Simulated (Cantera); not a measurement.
Input: 1 mol SrCl2, 21 mol N2, held at 1.00 bar.

Method: chemical equilibrium by Gibbs-energy minimisation in Cantera with the NASA 1993 tables (ideal gas, pure condensed phases). Candidate condensed phases: Sr, SrCl2; 7 gas species. The numbers say what is thermodynamically allowed, not how fast it happens.

log p: log10 of the partial pressure in bar; n: condensed amount in mol.

| T (°C) | log p N2 | log p SrCl2 | log p Cl | log p SrCl | n SrCl2(l) |
|---|---|---|---|---|---|
| 1150 | 0.00 | -3.89 | -7.89 | -7.90 | 0.997 |
| 1200 | 0.00 | (withheld) | (withheld) | (withheld) | 0.994 |
| 1250 | 0.00 | -3.20 | -6.98 | -6.98 | 0.987 |
| 1300 | 0.00 | -2.89 | -6.56 | -6.57 | 0.973 |
| 1350 | 0.00 | -2.60 | -6.18 | -6.18 | 0.947 |
| 1400 | 0.00 | -2.33 | -5.81 | -5.82 | 0.901 |
| 1450 | 0.00 | -2.08 | -5.47 | -5.48 | 0.824 |
| 1500 | -0.01 | -1.84 | -5.15 | -5.16 | 0.695 |
| 1550 | -0.01 | (withheld) | (withheld) | (withheld) | (withheld) |
| 1600 | -0.02 | -1.42 | -4.57 | -4.57 | 0.163 |
| 1650 | -0.02 | -1.34 | -4.36 | -4.36 | 0 |
| 1700 | -0.02 | -1.34 | -4.19 | -4.20 | 0 |

What belongs in the gaps?


- 1200, log p SrCl2: -3.53
- 1200, log p Cl: -7.42
- 1200, log p SrCl: -7.42
- 1550, log p SrCl2: -1.62
- 1550, log p Cl: -4.85
- 1550, log p SrCl: -4.85
- 1550, n SrCl2(l): 0.488
